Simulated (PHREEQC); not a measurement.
**Acid rinse or clean (model solution)**

Consider water at 75 °C with 0.0045 mol HCl, 5.8e-05 mol CaCl2 and 0.031 mol MnSO4 per kg of water. Closed to the air; pH follows from the charge balance.

Equilibrium calculation in PHREEQC: ion-association model, wateq4f.dat.

No solid was allowed to form.

**Question.** What pH does the model give?

**Answer.** pH 2.90.

**Question.** In which forms is S present?

**Answer.** MnSO4 47 %, SO4-2 44 %, HSO4- 9.6 % of the S.

Constants without temperature data keep their 25 °C values here.
